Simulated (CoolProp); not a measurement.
Model: reference Helmholtz-energy equation of state, Lemmon 2006, in CoolProp. It is a short technical equation, of lower accuracy than the large ones.

### Question
Give the vapour pressure (bar), liquid density (kg/m³), vapour Z, surface tension (mN/m) of saturated toluene at 342.2, 370.8, 392.2 K.

### Answer
```json
[
 {"T (K)": "342.2", "p (bar)": "0.262", "liquid density (kg/m³)": "820", "vapour Z": "0.985", "surface tension (mN/m)": "22.6"},
 {"T (K)": "370.8", "p (bar)": "0.691", "liquid density (kg/m³)": "792", "vapour Z": "0.969", "surface tension (mN/m)": "19.3"},
 {"T (K)": "392.2", "p (bar)": "1.28", "liquid density (kg/m³)": "770", "vapour Z": "0.952", "surface tension (mN/m)": "17.0"}
]
```

Surface tension comes from a separate correlation (Mulero 2012).
